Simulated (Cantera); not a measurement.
Input: 1 mol AlN, 0.15 mol N₂, 0.0071 mol C, held at 2548 K.

These are equilibrium values from Cantera (NASA tables, ideal gas, pure condensed phases), not measurements of a reactor. Candidate condensed phases: Al, AlN, C; 16 gas species. Equilibrium is a limit: real reactors are often held back by kinetics, nucleation or transport.

**Question.** Which condensed phases are stable at each of these points (P (Pa)): 1, 10, 100, 1000, 10000, 100000, 1000000?

**Answer.** 
```csv
P (Pa),condensed phases,Al condensed (%)
1,gas only,0.0
10,gas only,0.0
100,gas only,0.0
1000,C(graphite),0.0
10000,C(graphite),0.0
100000,AlN(s) + C(graphite),98.8
1000000,AlN(s) + C(graphite),100.0
```

From 0.00750 Torr to 0.750 Torr nothing is condensed. From 7.50 Torr to 75.0 Torr the condensed part is C(graphite). From 750 Torr to 7500 Torr the condensed part is AlN(s) + C(graphite).
